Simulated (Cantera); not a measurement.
Low-pressure radical oxidation in H2/O2

An isothermal, constant-pressure homogeneous reactor starts with 0.294 % H2, 47.5 % O2, 52.2 % N2, at 1448 K and 2.63 Torr.

Detailed kinetics in Cantera: the H2/O2 subset of GRI-Mech 3.0, which has no nitrogen chemistry. Radical loss at walls, strong at low pressure, is not modelled.

```csv
t (s),x H2,x O2,x H2O,x O,x OH,x H
4.00e-5,0.00294,0.475,<1e-12,8.81e-11,8.80e-11,5.65e-10
0.000129,0.00294,0.475,1.16e-11,7.53e-10,7.51e-10,1.37e-9
0.000418,0.00294,0.475,2.63e-10,4.81e-9,4.75e-9,2.28e-9
0.00135,0.00294,0.475,4.33e-9,2.30e-8,2.21e-8,3.42e-9
0.00437,0.00294,0.475,6.92e-8,1.32e-7,1.20e-7,9.50e-9
0.0141,0.00294,0.475,2.77e-6,2.85e-6,2.50e-6,1.58e-7
0.0457,0.000469,0.472,0.00204,0.00196,0.000801,7.66e-5
0.148,7.10e-6,0.472,0.00269,0.00263,0.000436,4.82e-5
0.478,7.01e-6,0.472,0.00270,0.00260,0.000433,4.73e-5
1.55,6.73e-6,0.472,0.00270,0.00249,0.000424,4.44e-5
5.00,5.93e-6,0.472,0.00272,0.00218,0.000399,3.65e-5
```
x: mole fraction; the columns are a selection and need not sum to one.

Equilibrium at this temperature and pressure: H2 6.66e-8, O2 0.474, H2O 0.00293, O 2.28e-5, OH 4.23e-5, H 4.05e-8 (gas phase only).
